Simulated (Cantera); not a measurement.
Feed: 1 mol borazine, 0.63 mol NH3, 9.2 mol H2, equilibrated at 2102 °C.

Cantera equilibrium calculation (NASA polynomials, part measured and part estimated; ideal gas, pure solids and liquids). Candidate condensed phases: B, BN; 15 gas species. The feed counts by its element totals alone. Mutual solubility and eutectic melting of coexisting phases are not modelled. Gases not in the tables: B2H6 and higher boranes. The numbers say what is thermodynamically allowed, not how fast it happens.

Q: What share of the B ends up in condensed phases as a function of P (Pa), at 10, 46, 220, 1000, 4600, 22000, 100000?

A: 
| P (Pa) | B condensed (%) | as |
|---|---|---|
| 10 | 0.0 | - |
| 46 | 62.4 | B(l) |
| 220 | 92.4 | B(l) |
| 1000 | 97.5 | B(l) |
| 4600 | 98.5 | B(l) |
| 22000 | 98.7 | B(l) + BN(s) |
| 100000 | 99.1 | BN(s) |
